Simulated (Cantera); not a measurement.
A Cantera script and what it prints.

```python
import numpy as np
import cantera as ct

gas_names = """
    C CO CO2 C2 C2O C3 C3O2 C4 C5 Ca CaO Ca2 O O2 O3
""".split()
cond_names = """
    C(gr) Ca(a) Ca(b) Ca(L) CaCO3(caL) CaO(s) CaO(L)
""".split()


# ... load() reads the species with a 1 bar reference pressure and builds the phases ...
atoms = {
    'CaCO3': {'Ca': 1, 'C': 1, 'O': 3},
    'C': {'C': 1},
    'O2': {'O': 2},
}
top_T = {'C(gr)': 4500}  # K; cautious upper limits of use, not melting points


# ... equilibrate(T, P, feed) seeds the gas with the atoms and calls Mixture.equilibrate('TP', solver="vcs", rtol=1e-11, max_steps=5000) ...
results = []
T = 573  # K
P = 10000  # Pa
for m in [0.022, 0.041, 0.074, 0.13, 0.24, 0.45, 0.81]:
    feed = {'CaCO3': 1, 'C': m, 'O2': 0.036}  # mol
    mix = equilibrate(T, P, feed)
    results.append((T, P, feed, dict(zip(mix.species_names, mix.species_moles))))

top = {s: max(r[3][s] / sum(r[3][g] for g in gas_names) for r in results) for s in gas_names}
cols = sorted((s for s in top if top[s] > 1e-06), key=lambda s: -top[s])[:5]
seen = [c for c in cond_names if any(r[3].get(c, 0) > 1e-12 for r in results)]
print("log10 of partial pressures in bar; condensed amounts in mol")
print(f"{'n(C)':>10s}" + "".join(f"{s[:9]:>10s}" for s in cols + seen))
for T, P, feed, n in results:
    ng = sum(n[g] for g in gas_names)
    print(f"{feed['C']:10.4g}" + "".join(f"{np.log10(max(n[s] / ng * P / 1e5, 1e-99)):10.3f}" for s in cols)
          + "".join(f"{n.get(c, 0):10.4g}" for c in seen))
```

It prints:

```
log10 of partial pressures in bar; condensed amounts in mol
      n(C)       CO2        O2        CO     C(gr) CaCO3(caL
     0.022    -1.214    -1.410   -21.753         0         1
     0.041    -1.001   -37.017    -3.737  0.004967         1
     0.074    -1.001   -37.017    -3.737   0.03797         1
      0.13    -1.001   -37.017    -3.737   0.09397         1
      0.24    -1.001   -37.017    -3.737     0.204         1
      0.45    -1.001   -37.017    -3.737     0.414         1
      0.81    -1.001   -37.017    -3.737     0.774         1
```

Cantera equilibrium calculation (NASA polynomials, part measured and part estimated; ideal gas, pure solids and liquids).
